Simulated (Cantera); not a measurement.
# toluene + H2O + N2 (carbon deposition, reforming and gasification)

Input: 1 mol toluene, 5.3 mol H2O, 1.7 mol N2, held at 71.3 Torr.

Method: chemical equilibrium by Gibbs-energy minimisation in Cantera with the NASA 1993 tables (ideal gas, pure condensed phases). Candidate condensed phases: C, C6H6, C7H8, C8H18, H2O; 169 gas species. Ions and electrons are included (thermal ionisation). The numbers say what is thermodynamically allowed, not how fast it happens.

From 3000 K to 5000 K nothing is condensed. The main C-bearing gas is CO throughout.

```tsv
T (K)	log p H	log p H2	log p CO	log p N2	log p C	log p HCN	log p N	log p C2H2 (acetylene)	log p CN
3000	-1.57	-1.53	-1.58	-2.17	-4.31	-2.57	-5.94	-2.78	-3.59
3250	-1.37	-1.75	-1.63	-2.21	-3.59	-2.75	-5.31	-3.16	-3.26
3500	-1.26	-2.06	-1.68	-2.24	-3.05	-3.06	-4.77	-3.79	-3.07
3750	-1.21	-2.43	-1.70	-2.26	-2.68	-3.45	-4.30	-4.59	-2.97
4000	-1.20	-2.80	-1.72	-2.26	-2.44	-3.91	-3.88	-5.55	-2.99
4250	-1.19	-3.15	-1.73	-2.27	-2.33	-4.42	-3.51	-6.60	-3.10
4500	-1.19	-3.46	-1.73	-2.27	-2.29	-4.93	-3.18	-7.63	-3.24
4750	-1.19	-3.75	-1.74	-2.30	-2.26	-5.42	-2.90	-8.60	-3.40
5000	-1.20	-4.01	-1.75	-2.34	-2.23	-5.86	-2.65	-9.46	-3.54
```
log p: log10 of the partial pressure in bar; nothing condenses.
